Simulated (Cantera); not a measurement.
What does this Cantera script print?

```python
import numpy as np
import cantera as ct

gas_names = """
    H HO2 H2 H2O H2O2 O OH O2 O3 V VO VO2
""".split()
cond_names = """
    H2O(s) H2O(L) V(cr) V(L) VO(s) VO(L) V2O3(s) V2O3(L) V2O4(I) V2O4(II) V2O4(L) V2O5(s) V2O5(L)
""".split()


# ... load() reads the species with a 1 bar reference pressure and builds the phases ...
atoms = {
    'V2O5': {'V': 2, 'O': 5},
    'H2': {'H': 2},
}
top_T = {}  # K; cautious upper limits of use, not melting points


# ... equilibrate(T, P, feed) seeds the gas with the atoms and calls Mixture.equilibrate('TP', solver="vcs", rtol=1e-11, max_steps=5000) ...
results = []
feed = {'V2O5': 1, 'H2': 1400}  # mol
T = 1400  # K
P = 22000  # Pa
mix = equilibrate(T, P, feed)
results.append((T, P, feed, dict(zip(mix.species_names, mix.species_moles))))
x = sorted(zip(gas.X, gas.species_names), reverse=True)
print(f"T = {T:g} K  P = {P:g} Pa  gas = {mix.phase_moles(0):.4g} mol")
print("   x: " + "  ".join(f"{s} {v:.3e}" for v, s in x if v > 0.0001))
print("   condensed (mol): " + ("  ".join(f"{mix.phase(i).name} {mix.phase_moles(i):.4g}"
      for i in range(1, mix.n_phases) if mix.phase_moles(i) > 1e-12) or "none"))
```

Output:

```
T = 1400 K  P = 22000 Pa  gas = 1400 mol
   x: H2 9.980e-01  H2O 2.007e-03
   condensed (mol): VO(s) 1.619  V2O3(s) 0.1904
```

Equilibrium computed with Cantera from the NASA thermochemical tables; the gas is ideal and each condensed phase is pure. Mutual solubility and eutectic melting of coexisting phases are not modelled. VO: taken at fixed stoichiometry. Condensed phases not in the tables: the oxides between V2O3 and V2O5 other than VO2.
